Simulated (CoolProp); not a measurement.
Dodecamethylpentasiloxane (MD3M) at several states: Z from the reference equation and from simpler models built on Tc = 628.0 K, pc = 9.540 bar, ω = 0.730; each cubic takes its own stable root.

Model: reference Helmholtz-energy equation of state, Thol 2019, in CoolProp.

| T (K) | p (bar) | phase | reference |
|---|---|---|---|
| 396 | 4.27 | liquid | 0.06440 |
| 508.3 | 0.124 | gas | 0.9885 |
| 285.5 | 2.21 | liquid | 0.04061 |
| 601.9 | 0.746 | gas | 0.9650 |
| 502.5 | 0.186 | gas | 0.9818 |

Problem. How far does each simpler model (van der Waals, Redlich-Kwong, Soave-Redlich-Kwong) lie from the reference over these 5 states: mean and median of the absolute difference, and the worst?

Solution. 
- van der Waals: mean 33.9 %, median 0.9 %, worst +86.3 % at 285.5 K and 2.21 bar
- Redlich-Kwong: mean 10.1 %, median 0.6 %, worst +25.4 % at 285.5 K and 2.21 bar
- Soave-Redlich-Kwong: mean 6.6 %, median 0.3 %, worst +18.9 % at 285.5 K and 2.21 bar
